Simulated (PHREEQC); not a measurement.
PHREEQC input (ion-association model, wateq4f.dat):

```
SOLUTION_MASTER_SPECIES
  An  An-  0  An  62.0  # stands for a non-complexing anion
SOLUTION_SPECIES
  An- = An-
    -log_k 0
    -gamma 3.0 0
PHASES
  Fix_H+
    H+ = H+
    -log_k 0
SOLUTION 1
  temp 25
  units mmol/kgw
  pH 7 charge
  Cl 4
  Ni 2
  Na 300
  An 300
END
SELECTED_OUTPUT 1
  -reset false
  -pH true
  -pe true
  -ionic_strength true
  -water true
  -totals Cl Na Ni
  -molalities Hfo_wOH Hfo_wOH2+ Hfo_wO- Hfo_sOH Hfo_sOH2+ Hfo_sO- Hfo_sONi+ Hfo_wONi+
  -saturation_indices Ni(OH)2 Halite
USER_PUNCH 1
  -headings sigma psi
  10 PUNCH EDL("sigma", "Hfo"), EDL("psi", "Hfo")
PRINT
  -reset false
USE solution 1
SURFACE 1
  Hfo_wOH 0.00808989 600 3.6
  Hfo_sOH 0.000202247
EQUILIBRIUM_PHASES 1
  Fix_H+ -3 HAn 10
    -force_equality true
  O2(g) -0.68 10
END
# ... the last block is repeated for the other 16 points of pH, with NaOH or the acid as the point needs
```

Selected output (columns that matter, 10 of 17 rows; pH added in front):

```
pH	mu	Cl	Na	Ni	m_Hfo_wOH	m_Hfo_wOH2+	m_Hfo_wO-	m_Hfo_sOH	m_Hfo_sOH2+	m_Hfo_sO-	si_Ni(OH)2	si_Halite	sigma	psi
3	0.31139	0.004	0.3	0.002	5.292e-05	0.008037	7.9826e-09	1.3229e-06	0.00020091	1.9955e-10	-8.0494	-4.813	0.36801	0.12473
3.75	0.31022	0.004	0.3	0.0019996	0.00027484	0.0078148	2.2142e-07	6.8564e-06	0.00019496	5.524e-09	-6.5493	-4.8127	0.35783	0.12341
4.5	0.30957	0.004	0.3	0.001988	0.0011068	0.0069784	4.0214e-06	2.6122e-05	0.0001647	9.4912e-08	-5.0517	-4.8125	0.31946	0.11774
4.88	0.30904	0.004	0.3	0.0019504	0.0018752	0.0061984	1.2997e-05	3.6142e-05	0.00011946	2.5049e-07	-4.2999	-4.8124	0.28386	0.11185
5.62	0.30753	0.004	0.3	0.0017664	0.0036575	0.0042995	7.1275e-05	1.3772e-05	1.6189e-05	2.6837e-07	-2.8627	-4.812	0.20004	0.094635
6.38	0.3048	0.004	0.3	0.0011219	0.0049152	0.0022499	0.00024599	1.9468e-06	8.9114e-07	9.7431e-08	-1.5394	-4.8112	0.12878	0.073908
7.12	0.30327	0.0039999	0.30162	0.00023173	0.0050016	0.0008327	0.00068823	8.6587e-07	1.4415e-07	1.1915e-07	-0.7444	-4.8082	0.085448	0.056117
7.5	0.30334	0.0039998	0.30242	7.1146e-05	0.004819	0.00052012	0.0010229	7.5726e-07	8.1732e-08	1.6073e-07	-0.4977	-4.807	0.063704	0.044773
8.25	0.30374	0.0039997	0.30348	5.0453e-06	0.0043051	0.00024291	0.0017479	6.5173e-07	3.6774e-08	2.646e-07	-0.1508	-4.8056	0.021875	0.017068
9	0.30419	0.0039997	0.30438	3.4119e-07	0.0036557	0.0001218	0.0025136	5.5198e-07	1.8391e-08	3.7953e-07	0.1502	-4.8044	-0.017541	-0.013764
```

Along this series the solution becomes supersaturated in solids that the run did not let form, among them Ni(OH)2. The oxide is taken as insoluble; below pH 4 it would dissolve.
